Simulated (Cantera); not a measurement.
A Cantera script and what it prints.

```python
import numpy as np
import cantera as ct

gas_names = """
    H HO2 H2 H2O H2O2 Hg O OH O2 O3
""".split()
cond_names = """
    H2O(s) H2O(L) Hg(cr) Hg(L) HgO(s)
""".split()


# ... load() reads the species with a 1 bar reference pressure and builds the phases ...
atoms = {
    'HgO': {'Hg': 1, 'O': 1},
    'H2': {'H': 2},
}
top_T = {}  # K; cautious upper limits of use, not melting points


# ... equilibrate(T, P, feed) seeds the gas with the atoms and calls Mixture.equilibrate('TP', solver="vcs", rtol=1e-11, max_steps=5000) ...
results = []
T = 1175  # K
P = 133.322  # Pa
for m in [0.15, 0.33, 0.72, 1.5, 3.3, 7.2, 16, 34]:
    feed = {'HgO': 1, 'H2': m}  # mol
    mix = equilibrate(T, P, feed)
    results.append((T, P, feed, dict(zip(mix.species_names, mix.species_moles))))

top = {s: max(r[3][s] / sum(r[3][g] for g in gas_names) for r in results) for s in gas_names}
cols = sorted((s for s in top if top[s] > 1e-05), key=lambda s: -top[s])[:6]
seen = [c for c in cond_names if any(r[3].get(c, 0) > 1e-12 for r in results)]
print("log10 of partial pressures in bar; condensed amounts in mol")
print(f"{'n(H2)':>10s}" + "".join(f"{s[:9]:>10s}" for s in cols + seen))
for T, P, feed, n in results:
    ng = sum(n[g] for g in gas_names)
    print(f"{feed['H2']:10.4g}" + "".join(f"{np.log10(max(n[s] / ng * P / 1e5, 1e-99)):10.3f}" for s in cols)
          + "".join(f"{n.get(c, 0):10.4g}" for c in seen))
```

Output:

```
log10 of partial pressures in bar; condensed amounts in mol
     n(H2)        H2        Hg       H2O        O2        OH
      0.15   -10.301    -3.072    -3.896    -3.444    -7.814
      0.33    -9.919    -3.097    -3.578    -3.571    -7.687
      0.72    -9.415    -3.145    -3.287    -3.999    -7.648
       1.5    -3.574    -3.273    -3.273   -15.651   -10.554
       3.3    -3.147    -3.509    -3.509   -16.976   -11.004
       7.2    -2.997    -3.789    -3.789   -17.838   -11.359
        16    -2.929    -4.106    -4.106   -18.605   -11.709
        34    -2.901    -4.419    -4.419   -19.290   -12.037
```

Equilibrium computed with Cantera from the NASA thermochemical tables; the gas is ideal and each condensed phase is pure.
